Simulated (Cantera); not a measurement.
Charge: 1 mol c-C4F8, 3.5 mol H2, 0.012 mol F2, held at 2075 K and 13.3 mbar.

Method: chemical equilibrium by Gibbs-energy minimisation in Cantera with the NASA 1993 tables (ideal gas, pure condensed phases). The feed counts by its element totals alone. Gases not in the tables: C2F6 and larger saturated fluorocarbons. Rates play no part.

```
species             before     after
----------------  --------  --------
HF                   0.938     0.921
CF2                 0.0230    0.0286
CF4                 0.0171    0.0265
F                   0.0207    0.0231
CF3               0.000659  0.000915
H                  1.33e-5   1.17e-5
CF                0.000137  0.000153
C(graphite), mol      3.69      3.57
```
Gas species are given as mole fractions.

**Question.** Name the change that produced these shifts.
(A) F2 from 0.012 to 0.22 mol
(B) H2 from 3.5 to 1.2 mol
(C) pressure from 13.3 mbar to 3.10 Pa
(D) temperature from 2075 K to 1723 K

**Answer.** A, F2 from 0.012 to 0.22 mol
